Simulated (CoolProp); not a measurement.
Vapour-liquid equilibrium of R22 (1) + dimethyl ether (2) at -90.05 °C; x and y are mole fractions of (1).

Model: multi-fluid Helmholtz-energy mixture model, Kamei 1995 and Wu 2011; pair parameters Bell 2016, in CoolProp.

Problem. Give the bubble pressure and the first vapour's composition at x = 0.2, 0.65, 0.95. Is there an azeotrope?

Solution. x = 0.2: 0.001609 MPa, y = 0.167; x = 0.65: 0.002479 MPa, y = 0.889; x = 0.95: 0.004525 MPa, y = 0.998. y crosses x between x = 0.2 and 0.35: the model has an azeotrope there.

Pair parameters are fitted to limited data, so mixtures are less certain than the pure fluids.
